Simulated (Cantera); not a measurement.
## Ignition delay

Mixture: CH4 : H2 : O2 : N2 = 1 : 0.6 : 5.35 : 23 (molar parts), at 10.0 bar, adiabatic and at constant pressure. Ignition delay is the time to a rise of 400 K.

Computed with Cantera and GRI-Mech 3.0 (53 species, 325 reactions). Below about 1000 K GRI-Mech 3.0 lacks low-temperature oxidation paths. Below about 950 K walls govern HO2 and H2O2 in real vessels.

```tsv
T0 (K)	delay (ms)
850	1250
925	140
1000	21.2
1075	3.87
1150	0.897
1225	0.302
1300	0.138
```

```json
{
  "apparent activation energy between 1150 and 1300 K": "160 kJ/mol"
}
```
